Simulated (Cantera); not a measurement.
An isothermal, constant-pressure homogeneous reactor starts with CH4 : N2 = 1 : 7.4 (molar parts), at 1500 K and 2670 Pa. Integrator tolerance rtol = 1e-08.

Computed with Cantera and GRI-Mech 3.0 (53 species, 325 reactions). GRI-Mech 3.0 stops at C3 and has no aromatics, soot or wall deposition, so with more carbon than oxygen in the feed, carbon stays in small species such as C2H2 where larger ones or solid carbon would form. Radical loss at walls, strong at low pressure, is not modelled.

### Question
What does this change do: temperature 1500 to 1625 K?

### Answer
```tsv
quantity	before	after
x(CH4) at 200 s	0.000946 (gas-phase equilibrium 0.000210)	9.83e-5 (gas-phase equilibrium 5.83e-5)
x(H2) at 200 s	0.158 (gas-phase equilibrium 0.159)	0.159 (gas-phase equilibrium 0.159)
x(H) at 200 s	4.27e-5 (gas-phase equilibrium 4.33e-5)	0.000174 (gas-phase equilibrium 0.000174)
x(CH2) at 200 s	1.15e-9 (gas-phase equilibrium 2.61e-10)	2.27e-9 (gas-phase equilibrium 1.35e-9)
x(C2H6) at 200 s	1.13e-8 (gas-phase equilibrium 9.44e-10)	3.17e-10 (gas-phase equilibrium 1.14e-10)
x(HCN) at 200 s	3.94e-7 (gas-phase equilibrium 0.0631)	6.53e-6 (gas-phase equilibrium 0.0668)
x(C2H4) at 200 s	6.28e-5 (gas-phase equilibrium 2.58e-5)	2.01e-5 (gas-phase equilibrium 7.47e-6)
```

### Question
What does this change do: N2 7.4 to 55 parts?

### Answer
| quantity | before | after |
|---|---|---|
| x(CH4) at 200 s | 0.000946 (gas-phase equilibrium 0.000210) | 0.000158 (gas-phase equilibrium 3.08e-6) |
| x(H2) at 200 s | 0.158 (gas-phase equilibrium 0.159) | 0.0261 (gas-phase equilibrium 0.0263) |
| x(H) at 200 s | 4.27e-5 (gas-phase equilibrium 4.33e-5) | 1.71e-5 (gas-phase equilibrium 1.76e-5) |
| x(CH2) at 200 s | 1.15e-9 (gas-phase equilibrium 2.61e-10) | 1.13e-9 (gas-phase equilibrium 2.31e-11) |
| x(C2H6) at 200 s | 1.13e-8 (gas-phase equilibrium 9.44e-10) | 2.17e-9 (gas-phase equilibrium 1.23e-12) |
| x(HCN) at 200 s | 3.94e-7 (gas-phase equilibrium 0.0631) | 1.45e-6 (gas-phase equilibrium 0.0155) |
| x(C2H4) at 200 s | 6.28e-5 (gas-phase equilibrium 2.58e-5) | 1.75e-6 (gas-phase equilibrium 2.03e-7) |

### Question
What does this change do: CH4 1 to 3.9 parts?

### Answer
| quantity | before | after |
|---|---|---|
| x(CH4) at 200 s | 0.000946 (gas-phase equilibrium 0.000210) | 0.00260 (gas-phase equilibrium 0.00152) |
| x(H2) at 200 s | 0.158 (gas-phase equilibrium 0.159) | 0.382 (gas-phase equilibrium 0.383) |
| x(H) at 200 s | 4.27e-5 (gas-phase equilibrium 4.33e-5) | 6.67e-5 (gas-phase equilibrium 6.72e-5) |
| x(CH2) at 200 s | 1.15e-9 (gas-phase equilibrium 2.61e-10) | 1.33e-9 (gas-phase equilibrium 7.84e-10) |
| x(C2H6) at 200 s | 1.13e-8 (gas-phase equilibrium 9.44e-10) | 4.54e-8 (gas-phase equilibrium 2.05e-8) |
| x(HCN) at 200 s | 3.94e-7 (gas-phase equilibrium 0.0631) | 1.50e-7 (gas-phase equilibrium 0.0934) |
| x(C2H4) at 200 s | 6.28e-5 (gas-phase equilibrium 2.58e-5) | 0.000365 (gas-phase equilibrium 0.000233) |
